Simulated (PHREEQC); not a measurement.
Dissolve 0.0044 mol MnSO4, 4.7e-05 mol TMAH and 0.043 mol NaAlO2 per kg of water at 25 °C. Closed to the air; pH follows from the charge balance.

All values are PHREEQC results (ion-association model, phreeqc.dat), not measurements.

No solid was allowed to form.

Task: Estimate the pH, ionic strength.

Result: pH 8.98; ionic strength 0.0579 mol/kgw.

Task: In which forms is S present?

Result: SO4-2 81 %, MnSO4 11 %, NaSO4- 7.6 % of the S.

Examples of supersaturated solids here: Al(OH)3(a), Gibbsite (slow to form). Others may be too. Species that the database lacks are ignored. (CH3)4N+ isn't in the database: it is added as a free cation with an ion size of 4 Å.
